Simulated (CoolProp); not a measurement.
R124 along the isotherm 470 K: density (kg/m³) from the reference equation and from simpler models built on Tc = 395.4 K, pc = 36.24 bar, ω = 0.288; each cubic takes its own stable root.

The numbers come from the reference Helmholtz-energy equation of state, de Vries 1995 in CoolProp.

```json
[
 {"p (bar)": "1.15", "phase": "gas", "reference": "4.041"},
 {"p (bar)": "1.85", "phase": "gas", "reference": "6.524"},
 {"p (bar)": "2.99", "phase": "gas", "reference": "10.61"},
 {"p (bar)": "4.83", "phase": "gas", "reference": "17.31"},
 {"p (bar)": "7.81", "phase": "gas", "reference": "28.45"},
 {"p (bar)": "12.6", "phase": "gas", "reference": "47.18"},
 {"p (bar)": "20.4", "phase": "gas", "reference": "80.08"},
 {"p (bar)": "32.9", "phase": "gas", "reference": "140.4"},
 {"p (bar)": "53.2", "phase": "supercritical", "reference": "265.9"},
 {"p (bar)": "86", "phase": "supercritical", "reference": "534.9"},
 {"p (bar)": "139", "phase": "supercritical", "reference": "798.8"},
 {"p (bar)": "224", "phase": "supercritical", "reference": "965.7"},
 {"p (bar)": "362", "phase": "supercritical", "reference": "1096"}
]
```

**Question.** How far does each simpler model (ideal gas, van der Waals, Redlich-Kwong, Soave-Redlich-Kwong, Peng-Robinson) lie from the reference over these 13 states: mean and median of the absolute difference, and the worst?

**Answer.** 
- ideal gas: mean 14.9 %, median 11.0 %, worst -43.9 % at 470 K and 86 bar
- van der Waals: mean 5.7 %, median 0.9 %, worst -21.6 % at 470 K and 362 bar
- Redlich-Kwong: mean 1.6 %, median 1.2 %, worst +5.3 % at 470 K and 53.2 bar
- Soave-Redlich-Kwong: mean 3.0 %, median 0.6 %, worst -10.7 % at 470 K and 139 bar
- Peng-Robinson: mean 1.6 %, median 1.1 %, worst +5.3 % at 470 K and 362 bar
